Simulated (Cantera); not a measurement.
Input (Python, Cantera) and output of one run.

```python
import numpy as np
import cantera as ct

gas_names = """
    AL ALH ALN AL2 H H2 N NH NH2 NH3 N2 N2H2 N2H4
""".split()
cond_names = """
    AL(cr) AL(L) ALN(s)
""".split()


# ... load() reads the species with a 1 bar reference pressure and builds the phases ...
atoms = {
    'Al': {'AL': 1},
    'N2': {'N': 2},
    'NH3': {'N': 1, 'H': 3},
}
top_T = {'ALN(s)': 2750}  # K; cautious upper limits of use, not melting points


# ... equilibrate(T, P, feed) seeds the gas with the atoms and calls Mixture.equilibrate('TP', solver="vcs", rtol=1e-11, max_steps=5000) ...
results = []
feed = {'Al': 1, 'N2': 3.3, 'NH3': 0.42}  # mol
T = 1550  # K
P = 11000  # Pa
mix = equilibrate(T, P, feed)
results.append((T, P, feed, dict(zip(mix.species_names, mix.species_moles))))
x = sorted(zip(gas.X, gas.species_names), reverse=True)
print(f"T = {T:g} K  P = {P:g} Pa  gas = {mix.phase_moles(0):.4g} mol")
print("   x: " + "  ".join(f"{s} {v:.3e}" for v, s in x if v > 0.0001))
print("   condensed (mol): " + ("  ".join(f"{mix.phase(i).name} {mix.phase_moles(i):.4g}"
      for i in range(1, mix.n_phases) if mix.phase_moles(i) > 1e-12) or "none"))
```

Result:

```
T = 1550 K  P = 11000 Pa  gas = 3.64 mol
   x: N2 8.269e-01  H2 1.731e-01
   condensed (mol): ALN(s) 1
```

Cantera equilibrium calculation (NASA polynomials, part measured and part estimated; ideal gas, pure solids and liquids).
